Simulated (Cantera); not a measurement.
Input (Python, Cantera) and output of one run.

```python
import numpy as np
import cantera as ct

gas_names = [...]  # 136 gases of nasa_gas.yaml made of C, H, N, O
cond_names = """
    C(gr) C6H6(L) C7H8(L) C8H18(L),n-octa H2O(s) H2O(L)
""".split()


# ... load() reads the species with a 1 bar reference pressure and builds the phases ...
atoms = {
    'toluene': {'C': 7, 'H': 8},
    'CO2': {'C': 1, 'O': 2},
    'N2': {'N': 2},
}
top_T = {'C(gr)': 4500}  # K; cautious upper limits of use, not melting points


# ... equilibrate(T, P, feed) seeds the gas with the atoms and calls Mixture.equilibrate('TP', solver="vcs", rtol=1e-11, max_steps=5000) ...
results = []
feed = {'toluene': 1, 'CO2': 0.37, 'N2': 2.2}  # mol
T = 2075  # K
P = 36000  # Pa
mix = equilibrate(T, P, feed)
results.append((T, P, feed, dict(zip(mix.species_names, mix.species_moles))))
x = sorted(zip(gas.X, gas.species_names), reverse=True)
print(f"T = {T:g} K  P = {P:g} Pa  gas = {mix.phase_moles(0):.4g} mol")
print("   x: " + "  ".join(f"{s} {v:.3e}" for v, s in x if v > 1e-05))
print("   condensed (mol): " + ("  ".join(f"{mix.phase(i).name} {mix.phase_moles(i):.4g}"
      for i in range(1, mix.n_phases) if mix.phase_moles(i) > 1e-12) or "none"))
```

It prints:

```
T = 2075 K  P = 36000 Pa  gas = 6.951 mol
   x: H2 5.686e-01  N2 3.121e-01  CO 1.065e-01  HCN 8.255e-03  H 3.347e-03  C2H2,acetylene 7.055e-04  HNC 5.348e-04  CH4 4.079e-05
   condensed (mol): C(gr) 6.559
```

Cantera equilibrium calculation (NASA polynomials, part measured and part estimated; ideal gas, pure solids and liquids).
